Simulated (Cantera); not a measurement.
## Thermodynamics of hydrogen reduction and annealing atmospheres, feed ZrO₂ + H₂ + H₂O

Feed: 1 mol ZrO₂, 3 mol H₂, 6.4 mol H₂O, held at 1175 °C and 1.50 bar.

Equilibrium computed with Cantera from the NASA thermochemical tables; the gas is ideal and each condensed phase is pure. Candidate condensed phases: H₂O, Zr, ZrO₂; 12 gas species. The numbers say what is thermodynamically allowed, not how fast it happens.

```
Item                                  Value
--------------------------------  ---------
x(H₂O)                                0.681
x(H₂)                                 0.319
x(H)                                4.26e-6
n(ZrO₂(monoclinic))                1.00 mol
gas amount                        9.400 mol
log10 activity of Zr(β) (absent)     -18.38
```
